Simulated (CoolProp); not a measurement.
Vapour-liquid equilibrium of R125 (1) + R115 (2) at 0.97 MPa; x and y are mole fractions of (1).

Model: multi-fluid Helmholtz-energy mixture model, Lemmon 2005 and Lemmon 2016; pair parameters Bell 2016, in CoolProp.

Task: Give the bubble temperature and the first vapour's composition at x = 0.35, 0.5, 0.65. Is there an azeotrope?

Result: x = 0.35: 16.6 °C, y = 0.456; x = 0.5: 14.3 °C, y = 0.581; x = 0.65: 12.9 °C, y = 0.694. y crosses x between x = 0.8 and 0.95: the model has an azeotrope there.

Pair parameters are fitted to limited data, so mixtures are less certain than the pure fluids.
